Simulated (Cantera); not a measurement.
A closed system holds: 1 mol LiOH, a varied amount of H2, at 1723.15 K and 2.40 bar.

These are equilibrium values from Cantera (NASA tables, ideal gas, pure condensed phases), not measurements of a reactor. Candidate condensed phases: H2O, Li, LiH, LiOH, Li2O; 17 gas species. Kinetics and transport are ignored.

Task: What share of the Li ends up in condensed phases as a function of n(H2) (mol), at 0.26, 0.79, 1.3, 1.9, 2.4, 2.9, 3.4, 4?

Result: 
```csv
n(H2) (mol),Li condensed (%),as
0.26,92.2,Li2O(s)
0.79,90.1,Li2O(s)
1.3,88.5,Li2O(s)
1.9,86.8,Li2O(s)
2.4,85.5,Li2O(s)
2.9,84.4,Li2O(s)
3.4,83.4,Li2O(s)
4,82.2,Li2O(s)
```
